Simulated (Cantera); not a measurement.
A Cantera script and what it prints.

```python
import numpy as np
import cantera as ct

gas_names = """
    C CH CH2 CH3 CH2OH CH3O CH4 CH3OH CO CO2 COOH C2 C2H CHCO,ketyl C2H2,acetylene C2H2,vinylidene
    CH2CO,ketene C2H3,vinyl CH3CO,acetyl C2H4 C2H4O,ethylen CH3CHO,ethanal CH3COOH (HCOOH)2 C2H5 C2H6
    CH3OCH3 C2H5OH C2O C3 C3H3,propargyl C3H4,allene C3H4,propyne C3H4,cyclo- C3H5,allyl C3H6,propylene
    C3H6,cyclo- C3H6O C3H7,n-propyl C3H7,i-propyl C3H8 C3H8O,1propanol C3H8O,2propanol C3O2 C4 C4H2
    C4H4,1,3-cyclo- C4H6,butadiene C4H6,2-butyne C4H6,cyclo- C4H8,1-butene C4H8,cis2-buten
    C4H8,tr2-butene C4H8,isobutene C4H8,cyclo- (CH3COOH)2 C4H9,n-butyl C4H9,i-butyl C4H9,s-butyl
    C4H9,t-butyl C4H10,isobutane C4H10,n-butane C5 C5H6,1,3cyclo- C5H8,cyclo- C5H10,1-pentene
    C5H10,cyclo- C5H11,pentyl C5H11,t-pentyl C5H12,n-pentane C5H12,i-pentane CH3C(CH3)2CH3 C6H2
    C6H5,phenyl C6H5O,phenoxy C6H6 C6H5OH,phenol C6H10,cyclo- C6H12,1-hexene C6H12,cyclo- C6H13,n-hexyl
    C7H7,benzyl C7H8 C7H8O,cresol C7H14,1-heptene C7H15,n-heptyl C7H16,n-heptane C8H8,styrene
    C8H10,ethylbenz C8H16,1-octene C8H17,n-octyl C8H18,isooctane C8H18,n-octane C9H19,n-nonyl
    C10H8,naphthale C10H21,n-decyl C12H9,o-bipheny C12H10,bipheny H HCO HO2 H2 HCHO,formaldehy HCOOH H2O
    H2O2 O OH O2 O3
""".split()
cond_names = """
    C(gr) C6H6(L) C7H8(L) C8H18(L),n-octa H2O(s) H2O(L)
""".split()


def load(file, names, dense=False):
    # The tables refer to 1 bar. Condensed volumes are neglected.
    table = {s.name: s for s in ct.Species.list_from_file(file)}
    out = []
    for n in names:
        d = dict(table[n].input_data)
        d["thermo"] = dict(d["thermo"], **{"reference-pressure": 1e5})
        if dense:
            d["equation-of-state"] = {"model": "constant-volume", "density": "1e6 g/cm^3"}
        out.append(ct.Species.from_dict(d))
    return out


gas = ct.Solution(thermo="ideal-gas", species=load("nasa_gas.yaml", gas_names))
cond = {s.name: ct.Solution(thermo="fixed-stoichiometry", species=[s], name=s.name)
        for s in load("nasa_condensed.yaml", cond_names, dense=True)}
atoms = {
    'acetone': {'C': 3, 'H': 6, 'O': 1},
    'CO2': {'C': 1, 'O': 2},
}
top_T = {'C(gr)': 4500}  # K; cautious upper limits of use, not melting points


def equilibrate(T, P, feed):
    n = {}
    for name, mol in feed.items():
        for a, k in atoms[name].items():
            n[a] = n.get(a, 0.0) + k * mol
    gas.TPX = T, P, n
    mass = sum(n.values()) * gas.mean_molecular_weight
    gas.equilibrate("TP")
    valid = [c for c in cond.values() if c.min_temp <= T <= top_T.get(c.name, c.max_temp)]
    mix = ct.Mixture([(gas, mass / gas.mean_molecular_weight)] + [(c, 0.0) for c in valid])
    mix.T, mix.P = T, P
    mix.equilibrate("TP", solver="vcs", rtol=1e-11, max_steps=5000)
    return mix


results = []
feed = {'acetone': 1, 'CO2': 0.056}  # mol
T = 2550  # K
P = 101325  # Pa
mix = equilibrate(T, P, feed)
results.append((T, P, feed, dict(zip(mix.species_names, mix.species_moles))))
print(gas.report(threshold=1e-06))
for i in range(1, mix.n_phases):
    print(f"{mix.phase(i).name:16s} {mix.phase_moles(i):12.5e} mol")
```

Result:

```
       temperature   2550 K
          pressure   1.0132e+05 Pa
           density   0.043762 kg/m^3
  mean mol. weight   9.1571 kg/kmol
   phase of matter   gas

                          1 kg             1 kmol
                     ---------------   ---------------
          enthalpy        5.6779e+06        5.1993e+07  J
   internal energy        3.3625e+06        3.0791e+07  J
           entropy             24276        2.2229e+05  J/K
    Gibbs function       -5.6225e+07       -5.1486e+08  J
 heat capacity c_p            3957.7             36241  J/K
 heat capacity c_v            3049.8             27927  J/K

                      mass frac. Y      mole frac. X     chem. pot. / RT
                     ---------------   ---------------   ---------------
               CH2        5.3846e-06        3.5152e-06           -23.938
               CH3        7.4023e-05        4.5084e-05           -34.252
               CH4        0.00011978        6.8368e-05           -44.566
                CO           0.81655           0.26695           -35.079
               C2H        7.4959e-05        2.7423e-05           -16.933
    C2H2,acetylene          0.026383         0.0092782           -27.247
   C2H2,vinylidene         2.427e-05        8.5351e-06           -27.247
        C2H3,vinyl        4.4753e-06        1.5152e-06           -37.561
              C2H4        1.2276e-05        4.0068e-06           -47.875
                C3        4.1368e-06        1.0513e-06           -9.9275
    C3H3,propargyl        6.9878e-06        1.6383e-06            -40.87
              C4H2        0.00027907        5.1048e-05           -33.865
                 H         0.0028492          0.025883           -10.314
                H2            0.1536           0.69767           -20.629
               H2O        7.9927e-06        4.0627e-06           -52.398
     [  +95 minor]        1.0236e-05        2.8162e-06

C(gr)             1.86499e+00 mol
```

Method: chemical equilibrium by Gibbs-energy minimisation in Cantera with the NASA 1993 tables (ideal gas, pure condensed phases). The feed counts by its element totals alone.
